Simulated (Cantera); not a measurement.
Input: 1 mol TiO₂, a varied amount of Cl₂, 1.1 mol H₂, held at 1252 °C and 0.0100 bar.

Equilibrium computed with Cantera from the NASA thermochemical tables; the gas is ideal and each condensed phase is pure. Candidate condensed phases: H₂O, Ti, TiCl₂, TiCl₃, TiCl₄, TiO, TiO₂, Ti₂O₃, Ti₃O₅, Ti₄O₇; 23 gas species. Mutual solubility and eutectic melting of coexisting phases are not modelled. Condensed phases not in the tables: Magnéli phases beyond Ti₄O₇. Rates play no part.

log p: log10 of the partial pressure in bar; n: condensed amount in mol.

| n(Cl₂) (mol) | log p HCl | log p H₂ | log p Cl | log p Cl₂ | log p H₂O | n TiO₂(rutile) | n Ti₄O₇(s) |
|---|---|---|---|---|---|---|---|
| 0.13 | -2.68 | -2.11 | -6.34 | -10.36 | -3.83 | 0.927 | 0.0183 |
| 0.2 | -2.51 | -2.17 | -6.15 | -9.98 | -3.88 | 0.932 | 0.0169 |
| 0.31 | ___ | ___ | ___ | ___ | ___ | 0.941 | ___ |
| 0.47 | -2.22 | -2.40 | -5.74 | -9.16 | -4.12 | 0.953 | 0.0116 |
| 0.72 | -2.10 | -2.69 | -5.48 | -8.64 | -4.40 | 0.978 | 0.00531 |
| 1.1 | ___ | ___ | ___ | ___ | ___ | 0.997 | 0 |
| 1.7 | -2.15 | -8.36 | -2.69 | -3.06 | -5.11 | 0.992 | 0 |

Q: Complete the blanks.

A: 
- 1.1, log p HCl: -2.00
- 1.1, log p H₂: -4.69
- 1.1, log p Cl: -4.38
- 1.1, log p Cl₂: -6.44
- 1.1, log p H₂O: -4.61
- 0.31, log p HCl: -2.36
- 0.31, log p H₂: -2.26
- 0.31, log p Cl: -5.95
- 0.31, log p Cl₂: -9.57
- 0.31, log p H₂O: -3.98
- 0.31, n Ti₄O₇(s): 0.0148
